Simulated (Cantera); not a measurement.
A closed system holds: 1 mol CaO, a varied amount of HF, held at 1.33 mbar.

Equilibrium computed with Cantera from the NASA thermochemical tables; the gas is ideal and each condensed phase is pure. Candidate condensed phases: Ca, CaF2, CaO, Ca(OH)2, H2O; 29 gas species. Mutual solubility and eutectic melting of coexisting phases are not modelled. Rates play no part.

Stable condensed phases, one row left out:

```
T in °C \ n(HF) in mol
         2.2 2.9 3.7 4.8 6.2   8  10  13  17  22  29  37  47
   1300    A   A   B   B   B   B   B   B   B   B   B   B   B
   1250    A   B   B   B   B   B   B   B   B   B   B   B   B
   1200    A   B   B   B   B   B   B   B   B   B   B   B   B
   1150    A   B   B   B   B   B   B   B   B   B   B   B   B
   1050    B   B   B   B   B   B   B   B   B   B   B   B   B
   1000    B   B   B   B   B   B   B   B   B   B   B   B   B
    950    B   B   B   B   B   B   B   B   B   B   B   B   B
    900    B   B   B   B   B   B   B   B   B   B   B   B   B
    850    B   B   B   B   B   B   B   B   B   B   B   B   B
    800    B   B   B   B   B   B   B   B   B   B   B   B   B
    750    B   B   B   B   B   B   B   B   B   B   B   B   B
```

A: CaF2 + CaO; B: CaF2.

Problem. Give the row for 1100 °C.

Solution. 2.2: CaF2; 2.9: CaF2; 3.7: CaF2; 4.8: CaF2; 6.2: CaF2; 8: CaF2; 10: CaF2; 13: CaF2; 17: CaF2; 22: CaF2; 29: CaF2; 37: CaF2; 47: CaF2.
